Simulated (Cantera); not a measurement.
# Dilute partial oxidation

An isothermal, constant-pressure homogeneous reactor starts with CH4 : O2 : N2 = 0.017 : 0.008 : 1 (molar parts), equivalence ratio 4.2, at 1400 K and 74000 Pa.

Model: GRI-Mech 3.0 (53 species, 325 reactions), integrated in Cantera.

```
t (s)       x CH4      x O2      x CO      x OH     x C2H
--------  -------  --------  --------  --------  --------
0.000600   0.0166   0.00780  3.66e-11  5.64e-10    <1e-12
0.00246    0.0166   0.00780   3.35e-9   1.44e-9    <1e-12
0.0101     0.0166   0.00780   3.70e-7   3.40e-9    <1e-12
0.0416     0.0164   0.00773   2.21e-5   9.16e-9    <1e-12
0.171      0.0141   0.00662  0.000759   5.73e-8  2.70e-11
0.702     0.00527  0.000171   0.00564   1.62e-8  2.06e-10
2.88      0.00473   2.36e-6   0.00563   6.87e-9  1.07e-10
11.9      0.00369    <1e-12   0.00537   6.40e-9  1.22e-10
48.7      0.00201    <1e-12   0.00556   6.08e-9  1.49e-10
200       0.00108    <1e-12   0.00709   4.97e-9  1.37e-10
```
x: mole fraction; the columns are a selection and need not sum to one.

Equilibrium at this temperature and pressure: CH4 2.37e-5, O2 <1e-12, CO 0.0152, OH <1e-12, C2H <1e-12 (gas phase only).
